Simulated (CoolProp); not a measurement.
Vapour-liquid equilibrium of propylene (1) + R115 (2) at 0.0588 MPa; x and y are mole fractions of (1).

Computed with CoolProp (multi-fluid Helmholtz-energy mixture model, Lemmon 2013 and Lemmon 2016; pair parameters Bell 2016).

**Question.** Give the bubble temperature and the first vapour's composition at x = 0.35, 0.65, 0.8. Is there an azeotrope?

**Answer.** x = 0.35: 213.3 K, y = 0.555; x = 0.65: 211.8 K, y = 0.687; x = 0.8: 211.9 K, y = 0.755. y crosses x between x = 0.65 and 0.8: the model has an azeotrope there.

Pair parameters are fitted to limited data, so mixtures are less certain than the pure fluids.
